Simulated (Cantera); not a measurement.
Hydrogen reduction and annealing atmospheres: Al2O3 + H2 + H2O

Feed: 1 mol Al2O3, 1.7 mol H2, 0.051 mol H2O, held at 902 °C and 13000 Pa.

These are equilibrium values from Cantera (NASA tables, ideal gas, pure condensed phases), not measurements of a reactor. Candidate condensed phases: Al, Al2O3, H2O; 19 gas species. The numbers say what is thermodynamically allowed, not how fast it happens.

```json
{
  "x(H2)": "0.971",
  "x(H2O)": "0.0291",
  "n(Al2O3(s))": "1.00 mol",
  "gas_amount": "1.751 mol",
  "log10 activity of Al(l) (absent)": "-14.49"
}
```
